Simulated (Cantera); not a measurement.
Cantera run:

```python
import numpy as np
import cantera as ct

gas_names = """
    CL CL2 H HCL H2 Si SiCL SiCL2 SiCL3 SiCL4 SiH SiHCL3 SiH2 SiH2CL2 SiH3 SiH3CL SiH4 Si2 Si3
""".split()
cond_names = """
    Si(cr) Si(L)
""".split()


def load(file, names, dense=False):
    # The tables refer to 1 bar. Condensed volumes are neglected.
    table = {s.name: s for s in ct.Species.list_from_file(file)}
    out = []
    for n in names:
        d = dict(table[n].input_data)
        d["thermo"] = dict(d["thermo"], **{"reference-pressure": 1e5})
        if dense:
            d["equation-of-state"] = {"model": "constant-volume", "density": "1e6 g/cm^3"}
        out.append(ct.Species.from_dict(d))
    return out


gas = ct.Solution(thermo="ideal-gas", species=load("nasa_gas.yaml", gas_names))
cond = {s.name: ct.Solution(thermo="fixed-stoichiometry", species=[s], name=s.name)
        for s in load("nasa_condensed.yaml", cond_names, dense=True)}
atoms = {
    'SiCl4': {'Si': 1, 'CL': 4},
    'H2': {'H': 2},
}
top_T = {}  # K; cautious upper limits of use, not melting points


def equilibrate(T, P, feed):
    n = {}
    for name, mol in feed.items():
        for a, k in atoms[name].items():
            n[a] = n.get(a, 0.0) + k * mol
    gas.TPX = T, P, n
    mass = sum(n.values()) * gas.mean_molecular_weight
    gas.equilibrate("TP")
    valid = [c for c in cond.values() if c.min_temp <= T <= top_T.get(c.name, c.max_temp)]
    mix = ct.Mixture([(gas, mass / gas.mean_molecular_weight)] + [(c, 0.0) for c in valid])
    mix.T, mix.P = T, P
    mix.equilibrate("TP", solver="vcs", rtol=1e-11, max_steps=5000)
    return mix


results = []
feed = {'SiCl4': 1, 'H2': 0.92}  # mol
P = 13332.2  # Pa
for T in [525, 600, 675, 750, 825, 900, 975]:
    mix = equilibrate(T, P, feed)
    results.append((T, P, feed, dict(zip(mix.species_names, mix.species_moles))))
    x = sorted(zip(gas.X, gas.species_names), reverse=True)
    print(f"T = {T:g} K  P = {P:g} Pa  gas = {mix.phase_moles(0):.4g} mol")
    print("   x: " + "  ".join(f"{s} {v:.3e}" for v, s in x if v > 0.001))
    print("   condensed (mol): " + ("  ".join(f"{mix.phase(i).name} {mix.phase_moles(i):.4g}"
          for i in range(1, mix.n_phases) if mix.phase_moles(i) > 1e-12) or "none"))
```

It prints:

```
T = 525 K  P = 13332.2 Pa  gas = 1.92 mol
   x: SiCL4 5.199e-01  H2 4.782e-01
   condensed (mol): none
T = 600 K  P = 13332.2 Pa  gas = 1.92 mol
   x: SiCL4 5.182e-01  H2 4.766e-01  HCL 2.606e-03  SiHCL3 2.605e-03
   condensed (mol): none
T = 675 K  P = 13332.2 Pa  gas = 1.92 mol
   x: SiCL4 5.152e-01  H2 4.735e-01  HCL 5.661e-03  SiHCL3 5.652e-03
   condensed (mol): none
T = 750 K  P = 13332.2 Pa  gas = 1.92 mol
   x: SiCL4 5.104e-01  H2 4.687e-01  HCL 1.043e-02  SiHCL3 1.039e-02
   condensed (mol): none
T = 825 K  P = 13332.2 Pa  gas = 1.92 mol
   x: SiCL4 5.038e-01  H2 4.621e-01  HCL 1.705e-02  SiHCL3 1.688e-02
   condensed (mol): none
T = 900 K  P = 13332.2 Pa  gas = 1.92 mol
   x: SiCL4 4.952e-01  H2 4.537e-01  HCL 2.561e-02  SiHCL3 2.492e-02
   condensed (mol): none
T = 975 K  P = 13332.2 Pa  gas = 1.922 mol
   x: SiCL4 4.844e-01  H2 4.434e-01  HCL 3.635e-02  SiHCL3 3.377e-02  SiCL3 1.737e-03
   condensed (mol): none
```

These are equilibrium values from Cantera (NASA tables, ideal gas, pure condensed phases), not measurements of a reactor. The tables' values for SiCl3 are old estimates; treat these amounts as uncertain.
